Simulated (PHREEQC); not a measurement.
Spent oxide etchant

Dissolve 3.4 mmol/kgw HF, 0.13 mmol/kgw H2SiF6 and 14 mmol/kgw H2SO4 at 20 °C. Closed to the air; pH follows from the charge balance.

Model: ion-association model, phreeqc.dat, run in PHREEQC.

Each row changes one thing in this solution. Precipitation was switched off in this run.

```csv
case,pH,ionic strength (mol/kgw),HSO4- (mol/kgw),SO4-2 (mol/kgw),HF (mol/kgw),F- (mol/kgw)
as made,1.73,0.0283,0.00710,0.00690,0.00342,0.000159
H2SiF6 left out,1.73,0.0280,[?],0.00692,0.00325,0.000152
temperature from 20 to 80 °C,1.83,0.0199,0.0111,[?],0.00410,7.30e-5
0.0046 mol/kgw (NH4)2SO4 added,1.76,0.0382,0.00854,0.00954,0.00338,0.000174
H2SO4 replaced by KHSO4 at the same molality,2.05,0.0331,0.00438,0.00921,0.00316,0.000312
HF from 0.0034 to 0.034 mol/kgw,1.70,0.0294,0.00728,0.00672,[?],0.00142
H2SiF6 from 0.00013 to 0.00065 mol/kgw,1.71,0.0294,[?],0.00680,0.00380,0.000170
```

Q: What belongs in the gaps?

A: 
- H2SiF6 left out, HSO4- (mol/kgw): 0.00708
- temperature from 20 to 80 °C, SO4-2 (mol/kgw): 0.00291
- HF from 0.0034 to 0.034 mol/kgw, HF (mol/kgw): 0.0323
- H2SiF6 from 0.00013 to 0.00065 mol/kgw, HSO4- (mol/kgw): 0.00720

At this temperature some constants are extrapolated from 25 °C, and those without enthalpy data are left unchanged. SiF6-2 is the database's only silicon fluoride.
